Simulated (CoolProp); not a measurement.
Dimethyl ether along the isotherm 251.85 °C: fugacity coefficient from the reference equation and from simpler models built on Tc = 127.2 °C, pc = 5.337 MPa, ω = 0.196; each cubic takes its own stable root.

Computed with CoolProp (reference Helmholtz-energy equation of state, Wu 2011).

```tsv
p (MPa)	phase	reference
0.0253	gas	0.9993
0.048	gas	0.9986
0.091	gas	0.9974
0.172	gas	0.9951
0.327	gas	0.9908
0.62	gas	0.9826
1.17	gas	0.9674
2.23	gas	0.9392
4.22	gas	0.8889
8	supercritical	0.8026
```

**Question.** How far does each simpler model (van der Waals, Redlich-Kwong, Soave-Redlich-Kwong, Peng-Robinson) lie from the reference over these 10 states: mean and median of the absolute difference, and the worst?

**Answer.** 
- van der Waals: mean 0.3 %, median 0.0 %, worst -2.1 % at 251.85 °C and 8 MPa
- Redlich-Kwong: mean 0.1 %, median 0.0 %, worst -0.9 % at 251.85 °C and 8 MPa
- Soave-Redlich-Kwong: mean 0.7 %, median 0.2 %, worst +3.0 % at 251.85 °C and 8 MPa
- Peng-Robinson: mean 0.2 %, median 0.1 %, worst -0.7 % at 251.85 °C and 8 MPa
